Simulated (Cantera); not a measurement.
Charge: 1 mol B, 0.1 mol O2, 49 mol N2, at 1325 K and 20.3 Torr.

Method: chemical equilibrium by Gibbs-energy minimisation in Cantera with the NASA 1993 tables (ideal gas, pure condensed phases). Candidate condensed phases: B, BN, B2O3; 17 gas species. N2 is the only nitrogen source here; it is nearly inert below about 1500 K, so the nitride shown seldom forms there in practice. Mutual solubility and eutectic melting of coexisting phases are not modelled. Equilibrium is a limit: real reactors are often held back by kinetics, nucleation or transport.

Base state: N2 1.000, B2O3 1.36e-5 (mole fractions); condensed: BN(s) + B2O3(l).

**Question.** What changes in the equilibrium state with this change: temperature from 1325 K to 2298.15 K?

**Answer.** 
```tsv
species	before	after
N2	1.000	0.996
BO	2.74e-8	0.00391
B	<1e-9	0.000168
B2O	<1e-9	5.04e-5
BN	<1e-9	1.53e-5
B2O2	8.12e-8	6.60e-5
B2O3	1.36e-5	7.50e-8
BN(s), mol	0.867	0.789
B2O3(l), mol	0.0660	0
```
